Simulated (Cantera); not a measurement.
## Moist CO burnout

A perfectly stirred reactor is fed with CO : O2 : H2O : N2 = 0.024 : 0.12 : 0.0052 : 1 (molar parts), equivalence ratio 0.10, at 19000 Pa; it is held at 1523 K, and followed from long to short residence time.

Model: GRI-Mech 3.0 (53 species, 325 reactions), integrated in Cantera.

```csv
τ (s),x CO,x O2,x H2O,x CO2,x H2O2
1.9,0.000167,0.0949,0.00446,0.0209,5.11e-9
0.76,0.000306,0.0948,0.00442,0.0208,7.85e-9
0.31,0.000551,0.0947,0.00435,0.0205,1.15e-8
0.13,0.000967,0.0946,0.00426,0.0201,1.59e-8
0.051,0.00175,0.0944,0.00411,0.0193,2.11e-8
0.021,0.00301,0.0942,0.00391,0.0180,2.57e-8
0.0085,0.00512,0.0943,0.00368,0.0159,2.87e-8
0.0035,0.00841,0.0954,0.00358,0.0125,2.91e-8
```
x: mole fraction; the columns are a selection and need not sum to one.
